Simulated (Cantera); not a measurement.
Feed: 1 mol H₂O, 0.66 mol H₂, 0.2 mol O₂, held at 0.310 bar.

Cantera equilibrium calculation (NASA polynomials, part measured and part estimated; ideal gas, pure solids and liquids). Candidate condensed phases: H₂O; 22 gas species. Ions and electrons are included (thermal ionisation). Kinetics and transport are ignored.

x: gas mole fraction; nothing condenses.

```json
[
 {"T (K)": "2500", "x H₂O": "0.799", "x H": "0.0181", "x O": "0.00138", "x H₂": "0.160", "x OH": "0.0187", "x O₂": "0.00283", "x HO₂": "___"},
 {"T (K)": "2750", "x H₂O": "0.687", "x H": "0.0526", "x O": "0.00961", "x H₂": "0.183", "x OH": "0.0529", "x O₂": "0.0145", "x HO₂": "___"},
 {"T (K)": "3000", "x H₂O": "0.485", "x H": "0.131", "x O": "0.0370", "x H₂": "0.215", "x OH": "0.0987", "x O₂": "0.0331", "x HO₂": "___"},
 {"T (K)": "3250", "x H₂O": "0.255", "x H": "0.267", "x O": "0.0936", "x H₂": "0.214", "x OH": "0.126", "x O₂": "0.0435", "x HO₂": "___"},
 {"T (K)": "3500", "x H₂O": "0.0915", "x H": "0.429", "x O": "0.169", "x H₂": "0.164", "x OH": "0.110", "x O₂": "0.0362", "x HO₂": "___"},
 {"T (K)": "3750", "x H₂O": "0.0230", "x H": "0.559", "x O": "0.231", "x H₂": "0.0964", "x OH": "0.0697", "x O₂": "0.0210", "x HO₂": "___"},
 {"T (K)": "4000", "x H₂O": "0.00484", "x H": "0.633", "x O": "0.266", "x H₂": "0.0489", "x OH": "0.0366", "x O₂": "0.00994", "x HO₂": "___"},
 {"T (K)": "4250", "x H₂O": "0.00103", "x H": "0.669", "x O": "0.283", "x H₂": "0.0241", "x OH": "0.0184", "x O₂": "0.00450", "x HO₂": "___"},
 {"T (K)": "4500", "x H₂O": "0.000239", "x H": "0.686", "x O": "0.290", "x H₂": "0.0122", "x OH": "0.00943", "x O₂": "0.00211", "x HO₂": "___"},
 {"T (K)": "4750", "x H₂O": "6.29e-5", "x H": "0.694", "x O": "0.293", "x H₂": "0.00650", "x OH": "0.00507", "x O₂": "0.00104", "x HO₂": "___"},
 {"T (K)": "5000", "x H₂O": "1.86e-5", "x H": "0.698", "x O": "0.295", "x H₂": "0.00365", "x OH": "0.00287", "x O₂": "0.000549", "x HO₂": "___"}
]
```

Fill in the missing entries.


- 2500, x HO₂: 1.20e-6
- 2750, x HO₂: 6.83e-6
- 3000, x HO₂: 1.75e-5
- 3250, x HO₂: 2.37e-5
- 3500, x HO₂: 1.77e-5
- 3750, x HO₂: 8.06e-6
- 4000, x HO₂: 2.78e-6
- 4250, x HO₂: 9.03e-7
- 4500, x HO₂: 3.06e-7
- 4750, x HO₂: 1.12e-7
- 5000, x HO₂: 4.50e-8
